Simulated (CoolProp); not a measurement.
Properties of decamethyltetrasiloxane (MD2M) at several states (Tc = 326.2 °C, pc = 11.44 bar, ω = 0.635).

Model: reference Helmholtz-energy equation of state, Thol 2017, in CoolProp.

```json
[
 {"T (°C)": "-57.05", "p (bar)": "15.2", "phase": "liquid", "density (kg/m³)": "[?]", "cp (kJ/(kg K))": "1.552", "cv (kJ/(kg K))": "[?]", "isothermal compressibility (1/MPa)": "0.0008779", "expansivity (1/kK)": "[?]"},
 {"T (°C)": "112.95", "p (bar)": "0.93", "phase": "liquid", "density (kg/m³)": "[?]", "cp (kJ/(kg K))": "[?]", "cv (kJ/(kg K))": "1.660", "isothermal compressibility (1/MPa)": "0.003518", "expansivity (1/kK)": "[?]"},
 {"T (°C)": "286.95", "p (bar)": "1.78", "phase": "gas", "density (kg/m³)": "[?]", "cp (kJ/(kg K))": "1.984", "cv (kJ/(kg K))": "1.946", "isothermal compressibility (1/MPa)": "6.050", "expansivity (1/kK)": "[?]"}
]
```

**Question.** Complete the blanks.

**Answer.** 
- -57.05, density (kg/m³): 933.5
- -57.05, cv (kJ/(kg K)): 1.216
- -57.05, expansivity (1/kK): 1.129
- 112.95, density (kg/m³): 759.9
- 112.95, cp (kJ/(kg K)): 1.934
- 112.95, expansivity (1/kK): 1.378
- 286.95, density (kg/m³): 12.73
- 286.95, expansivity (1/kK): 2.293
